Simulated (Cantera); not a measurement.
## Equilibrium for silicon oxide and oxynitride deposition: TEOS + NO + H₂

Input: 1 mol TEOS, 0.55 mol NO, 48 mol H₂, held at 1.28 Torr.

These are equilibrium values from Cantera (NASA tables, ideal gas, pure condensed phases), not measurements of a reactor. Candidate condensed phases: C, C₆H₆, C₇H₈, C₈H₁₈, H₂O, Si, SiC, SiO₂, Si₂N₂O, Si₃N₄; 151 gas species. The feed counts by its element totals alone. Mutual solubility and eutectic melting of coexisting phases are not modelled. The tables hold silica as quartz up to 1696 K and as liquid above; real silica turns to tridymite and cristobalite and melts near 1996 K. The numbers say what is thermodynamically allowed, not how fast it happens.

| T (°C) | x H₂ | x CO | x CH₄ | x H₂O | x H | n C(graphite) | n SiO₂(α-quartz) | n SiO₂(β-quartz) | n Si₂N₂O(s) | n SiC(s) |
|---|---|---|---|---|---|---|---|---|---|---|
| 350 | 0.884 | 0.00330 | 0.0676 | 0.0373 | <1e-12 | 3.94 | 1.00 | 0 | 0 | 0 |
| 450 | 0.947 | 0.0288 | 0.00813 | 0.00949 | 1.99e-12 | 5.66 | 1.00 | 0 | 0 | 0 |
| 550 | 0.952 | 0.0409 | 0.00144 | 0.000876 | 1.74e-10 | 5.42 | 1.00 | 0 | 0 | 0 |
| 650 | 0.953 | 0.0418 | 0.000359 | 0.000105 | 5.79e-9 | 5.44 | 0 | 1.00 | 0 | 0 |
| 750 | 0.953 | 0.0419 | 0.000116 | 1.86e-5 | 9.80e-8 | 5.44 | 0 | 1.00 | 0 | 0 |
| 850 | 0.952 | 0.0436 | 4.53e-5 | 4.65e-6 | 1.01e-6 | 5.34 | 0 | 0.931 | 0.0343 | 0 |
| 950 | 0.943 | 0.0566 | 2.02e-5 | 1.82e-6 | 7.08e-6 | 4.46 | 0 | 0.399 | 0.270 | 0.0597 |
| 1050 | 0.923 | 0.0724 | 9.85e-6 | 8.32e-7 | 3.70e-5 | 2.46 | 0 | 0 | 0 | 0.996 |
| 1150 | 0.923 | 0.0723 | 5.52e-6 | 3.50e-7 | 0.000155 | 2.46 | 0 | 0 | 0 | 0.994 |
| 1250 | 0.923 | 0.0722 | 3.33e-6 | 1.65e-7 | 0.000538 | 2.46 | 0 | 0 | 0 | 0.990 |
| 1350 | 0.922 | 0.0721 | 2.14e-6 | 8.56e-8 | 0.00161 | 2.46 | 0 | 0 | 0 | 0.986 |
| 1450 | 0.919 | 0.0720 | 1.44e-6 | 4.78e-8 | 0.00424 | 2.46 | 0 | 0 | 0 | 0.979 |
| 1550 | 0.913 | 0.0716 | 1.01e-6 | 2.83e-8 | 0.0100 | 2.46 | 0 | 0 | 0 | 0.968 |
| 1650 | 0.901 | 0.0711 | 7.25e-7 | 1.76e-8 | 0.0217 | 2.45 | 0 | 0 | 0 | 0.936 |
x: gas mole fraction; n: condensed amount in mol.

From 350 °C to 550 °C the condensed part is C(graphite) + SiO₂(α-quartz). From 650 °C to 750 °C the condensed part is C(graphite) + SiO₂(β-quartz). At 850 °C the condensed part is C(graphite) + SiO₂(β-quartz) + Si₂N₂O(s). At 950 °C the condensed part is C(graphite) + SiC(s) + SiO₂(β-quartz) + Si₂N₂O(s). From 1050 °C to 1650 °C the condensed part is C(graphite) + SiC(s).
